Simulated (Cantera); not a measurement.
A Cantera script and its output.

```python
import numpy as np
import cantera as ct

gas = ct.Solution("h2o2.yaml")
gas.TPX = 623, 101325, {'H2': 1.3, 'O2': 0.649, 'N2': 2.66}
flame = ct.FreeFlame(gas, width=0.04)
flame.set_refine_criteria(ratio=3, slope=0.08, curve=0.16)
flame.transport_model = "mixture-averaged"
flame.solve(loglevel=0, auto=True)
z, T = flame.grid, flame.T
thick = (T[-1] - T[0]) / np.gradient(T, z).max()
show = ['H2', 'O2', 'O', 'H2O', 'OH', 'HO2']
print(f"laminar burning velocity  {flame.velocity[0] * 100:.3f} cm/s")
print(f"burnt temperature         {T[-1]:.1f} K")
print(f"thermal thickness         {thick * 1e3:.4f} mm")
print(f"grid points               {len(z)}")
z0 = z[flame.heat_release_rate.argmax()]
print(f"{'z/mm':>9s}{'T/K':>9s}{'u/(m/s)':>9s}" + "".join(f"{s:>11s}" for s in show))
rows = []
for k in (-3, -2, -1.5, -1, -0.5, -0.25, 0, 0.25, 0.5, 1, 2, 4, 8):
    zz = z0 + k * thick
    rows.append([k * thick, np.interp(zz, z, T), np.interp(zz, z, flame.velocity),
                 *(np.interp(zz, z, flame.X[gas.species_index(s)]) for s in show)])
    print(f"{rows[-1][0] * 1e3:9.3f}{rows[-1][1]:9.1f}{rows[-1][2]:9.3f}" + "".join(f"{x:11.3e}" for x in rows[-1][3:]))
```

Output:

```
laminar burning velocity  742.158 cm/s
burnt temperature         2490.2 K
thermal thickness         0.4865 mm
grid points               131
     z/mm      T/K  u/(m/s)         H2         O2          O        H2O         OH        HO2
   -1.459    623.0    7.422  2.821e-01  1.408e-01  2.474e-17  1.710e-14  1.023e-18  1.026e-13
   -0.973    623.0    7.422  2.821e-01  1.408e-01  2.061e-14  3.544e-12  8.973e-16  1.511e-11
   -0.730    623.0    7.422  2.821e-01  1.408e-01  3.095e-12  2.624e-10  1.477e-13  1.430e-09
   -0.486    623.0    7.421  2.820e-01  1.408e-01  9.915e-10  5.277e-08  7.566e-11  2.663e-07
   -0.243    632.6    7.511  2.792e-01  1.410e-01  5.673e-06  4.248e-04  2.937e-05  1.821e-04
   -0.122    804.3    9.361  2.506e-01  1.369e-01  2.879e-04  1.536e-02  6.940e-04  1.929e-04
    0.000   1238.5   13.925  1.465e-01  9.803e-02  5.574e-03  1.002e-01  3.749e-03  8.364e-05
    0.122   1555.8   17.251  6.211e-02  4.341e-02  1.208e-02  1.961e-01  1.021e-02  3.328e-05
    0.243   1704.9   18.759  4.721e-02  2.991e-02  1.263e-02  2.199e-01  1.350e-02  2.019e-05
    0.486   1862.2   20.282  4.490e-02  2.511e-02  1.095e-02  2.317e-01  1.587e-02  1.403e-05
    0.973   2022.9   21.782  4.225e-02  2.127e-02  8.454e-03  2.440e-01  1.714e-02  9.571e-06
    1.946   2174.8   23.149  3.751e-02  1.741e-02  5.895e-03  2.579e-01  1.703e-02  6.236e-06
    3.892   2305.6   24.291  3.140e-02  1.379e-02  3.748e-03  2.720e-01  1.555e-02  4.062e-06
```

Model: the H2/O2 subset of GRI-Mech 3.0, which has no nitrogen chemistry, integrated in Cantera. Burning velocities carry a grid error of a few per cent, more on coarse grids.
